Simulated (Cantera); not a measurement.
Cantera run:

```python
import numpy as np
import cantera as ct

gas_names = """
    F F2 H HF H2 H2F2 H3F3 H4F4 H5F5 H6F6 H7F7
""".split()
cond_names = """

""".split()


def load(file, names, dense=False):
    # The tables refer to 1 bar. Condensed volumes are neglected.
    table = {s.name: s for s in ct.Species.list_from_file(file)}
    out = []
    for n in names:
        d = dict(table[n].input_data)
        d["thermo"] = dict(d["thermo"], **{"reference-pressure": 1e5})
        if dense:
            d["equation-of-state"] = {"model": "constant-volume", "density": "1e6 g/cm^3"}
        out.append(ct.Species.from_dict(d))
    return out


gas = ct.Solution(thermo="ideal-gas", species=load("nasa_gas.yaml", gas_names))
cond = {s.name: ct.Solution(thermo="fixed-stoichiometry", species=[s], name=s.name)
        for s in load("nasa_condensed.yaml", cond_names, dense=True)}
atoms = {
    'HF': {'H': 1, 'F': 1},
    'H2': {'H': 2},
}
top_T = {}  # K; cautious upper limits of use, not melting points


def equilibrate(T, P, feed):
    n = {}
    for name, mol in feed.items():
        for a, k in atoms[name].items():
            n[a] = n.get(a, 0.0) + k * mol
    gas.TPX = T, P, n
    mass = sum(n.values()) * gas.mean_molecular_weight
    gas.equilibrate("TP")
    valid = [c for c in cond.values() if c.min_temp <= T <= top_T.get(c.name, c.max_temp)]
    mix = ct.Mixture([(gas, mass / gas.mean_molecular_weight)] + [(c, 0.0) for c in valid])
    mix.T, mix.P = T, P
    mix.equilibrate("TP", solver="vcs", rtol=1e-11, max_steps=5000)
    return mix


results = []
feed = {'HF': 1, 'H2': 2.1}  # mol
T = 2948.15  # K
P = 4100000  # Pa
mix = equilibrate(T, P, feed)
results.append((T, P, feed, dict(zip(mix.species_names, mix.species_moles))))
print(gas.report(threshold=0.001))
for i in range(1, mix.n_phases):
    print(f"{mix.phase(i).name:16s} {mix.phase_moles(i):12.5e} mol")
```

It prints:

```
       temperature   2948.2 K
          pressure   4.1e+06 Pa
           density   1.2967 kg/m^3
  mean mol. weight   7.7526 kg/kmol
   phase of matter   gas

                          1 kg             1 kmol
                     ---------------   ---------------
          enthalpy        3.3719e+05        2.6141e+06  J
   internal energy       -2.8246e+06       -2.1898e+07  J
           entropy             24543        1.9027e+05  J/K
    Gibbs function       -7.2018e+07       -5.5832e+08  J
 heat capacity c_p            4696.2             36408  J/K
 heat capacity c_v            3623.8             28094  J/K

                      mass frac. Y      mole frac. X     chem. pot. / RT
                     ---------------   ---------------   ---------------
                 H         0.0022205          0.017078           -8.7415
                HF           0.82511           0.31974           -34.504
                H2           0.17244           0.66312           -17.483
     [   +8 minor]        0.00022766        6.8437e-05
```

Method: chemical equilibrium by Gibbs-energy minimisation in Cantera with the NASA 1993 tables (ideal gas, pure condensed phases). The ideal-gas law is rough above about 30 bar.
